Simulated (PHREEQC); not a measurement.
Consider water at 20 °C with 0.012 mol/kgw HF, 0.00013 mol/kgw (CH3)4NF and 0.0096 mol/kgw (NH4)2SiF6. Closed to the air; pH follows from the charge balance.

Equilibrium calculation in PHREEQC: ion-association model, wateq4f.dat.

Each row changes one thing in this solution. No solid was allowed to form.

```
case                                                   pH  ionic strength (mol/kgw)  HF (mol/kgw)  F- (mol/kgw)  H2F2 (mol/kgw)  HF2- (mol/kgw)
---------------------------------------------------  ----  ------------------------  ------------  ------------  --------------  --------------
as made                                              2.60                    0.0318       0.00855       0.00294        0.000229         9.32e-5
HF left out                                          3.19                    0.0291       0.00146       0.00196         6.65e-6         1.06e-5
(NH4)2SiF6 replaced by Na2SiF6 at the same molality  2.60                    0.0318       0.00854       0.00293        0.000229         9.27e-5
(CH3)4NF from 0.00013 to 0.00026 mol/kgw             2.60                    0.0319       0.00859       0.00301        0.000232         9.60e-5
(CH3)4NF from 0.00013 to 0.000143 mol/kgw            2.60                    0.0318       0.00855       0.00295        0.000229         9.34e-5
(CH3)4NF from 0.00013 to 0.000117 mol/kgw            2.60                    0.0318       0.00854       0.00293        0.000229         9.29e-5
(NH4)2SiF6 replaced by NH3 at the same molality      3.76                   0.00992       0.00211       0.00984         1.38e-5         7.65e-5
(CH3)4NF left out                                    2.59                    0.0318       0.00850       0.00287        0.000227         9.04e-5
```

Some of these states are supersaturated (in Quartz (slow to form), Chalcedony (slow to form), for instance). (CH3)4N+ isn't in the database: it is added as a free cation with an ion size of 4 Å. SiF6-2 is the database's only silicon fluoride.
